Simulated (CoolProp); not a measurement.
Vapour-liquid equilibrium of hydrogen sulfide (1) + n-pentane (2) at 322.7 K; x and y are mole fractions of (1).

Values from CoolProp's multi-fluid Helmholtz-energy mixture model, Lemmon 2006 and Thol 2019; pair parameters Kunz 2012.

```json
[
 {"x": "0.05", "bubble pressure (MPa)": "0.3194", "y at the bubble point": "0.510", "dew pressure at overall composition x (MPa)": "0.1655", "liquid density (mol/L)": "8.497"},
 {"x": "0.15", "bubble pressure (MPa)": "0.7005", "y at the bubble point": "0.782", "dew pressure at overall composition x (MPa)": "0.1851", "liquid density (mol/L)": "9.018"},
 {"x": "0.25", "bubble pressure (MPa)": "1.100", "y at the bubble point": "0.865", "dew pressure at overall composition x (MPa)": "0.2099", "liquid density (mol/L)": "9.608"},
 {"x": "0.35", "bubble pressure (MPa)": "1.468", "y at the bubble point": "0.902", "dew pressure at overall composition x (MPa)": "0.2419", "liquid density (mol/L)": "10.28"},
 {"x": "0.45", "bubble pressure (MPa)": "1.786", "y at the bubble point": "0.922", "dew pressure at overall composition x (MPa)": "0.2852", "liquid density (mol/L)": "11.07"},
 {"x": "0.55", "bubble pressure (MPa)": "2.065", "y at the bubble point": "0.937", "dew pressure at overall composition x (MPa)": "0.3471", "liquid density (mol/L)": "12.00"},
 {"x": "0.65", "bubble pressure (MPa)": "2.328", "y at the bubble point": "0.949", "dew pressure at overall composition x (MPa)": "0.4431", "liquid density (mol/L)": "13.14"},
 {"x": "0.75", "bubble pressure (MPa)": "2.606", "y at the bubble point": "0.961", "dew pressure at overall composition x (MPa)": "0.6133", "liquid density (mol/L)": "14.57"},
 {"x": "0.85", "bubble pressure (MPa)": "2.927", "y at the bubble point": "0.975", "dew pressure at overall composition x (MPa)": "0.9981", "liquid density (mol/L)": "16.45"},
 {"x": "0.95", "bubble pressure (MPa)": "3.307", "y at the bubble point": "0.991", "dew pressure at overall composition x (MPa)": "2.361", "liquid density (mol/L)": "19.05"}
]
```

No azeotrope shows between x = 0.05 and 0.95.

The pair parameters rest on a limited set of measurements; away from them the model extrapolates. The gap from Raoult's law changes sign with composition, which may be real or a fault of the pair parameters; it wasn't checked against measurements.
